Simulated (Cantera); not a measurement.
Feed: 1 mol CO2, 0.52 mol H2, 4.1 mol H2O, equilibrated at 1950 Torr.

Equilibrium computed with Cantera from the NASA thermochemical tables; the gas is ideal and each condensed phase is pure. Candidate condensed phases: C, C6H6, C7H8, C8H18, H2O; 131 gas species. Ions and electrons are included (thermal ionisation). Kinetics and transport are ignored. All values below are at 4750 K.

Base state: H 0.545, O 0.304, CO 0.0700, OH 0.0346, H2 0.0337, O2 0.00938, H2O 0.00283, CO2 0.000619 (mole fractions); condensed: gas only.

Question: What changes in the equilibrium state with this change: pressure from 1950 Torr to 1.28 Torr?

Answer: 
```csv
species,before,after
H,0.545,0.601
O,0.304,0.334
CO,0.0700,0.0621
OH,0.0346,2.74e-5
H2,0.0337,2.67e-5
H2O,0.00283,1.61e-9
C+,<1e-9,2.58e-5
```
